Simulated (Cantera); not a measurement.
Feed: 1 mol Si, 2.1 mol HCl, 43 mol H₂, held at 1773 K and 1330 Pa.

These are equilibrium values from Cantera (NASA tables, ideal gas, pure condensed phases), not measurements of a reactor. Candidate condensed phases: Si; 19 gas species. The tables' values for SiCl, SiCl₃ are old estimates; treat these amounts as uncertain. Gases not in the tables: Si₂H₆ and higher silanes. The numbers say what is thermodynamically allowed, not how fast it happens.

Base state: H₂ 0.956, HCl 0.0371, SiCl₂ 0.00462, H 0.00241, Si 0.000160, Cl 7.18e-5, SiCl 7.13e-5, SiH₂ 2.36e-5 (mole fractions); condensed: Si(l).

### Question
What changes in the equilibrium state with this change: H₂ from 43 to 0.7 mol?

### Answer
```
species      before     after
----------  -------  --------
H₂            0.956     0.521
SiCl₂       0.00462     0.264
HCl          0.0371     0.207
SiCl₄       4.88e-8  0.000159
SiCl₃       1.15e-5   0.00496
SiHCl₃      2.95e-7   9.39e-5
Si(l), mol    0.778     0.246
```
The tables' values for SiCl₃, SiCl are old estimates; treat these amounts as uncertain.
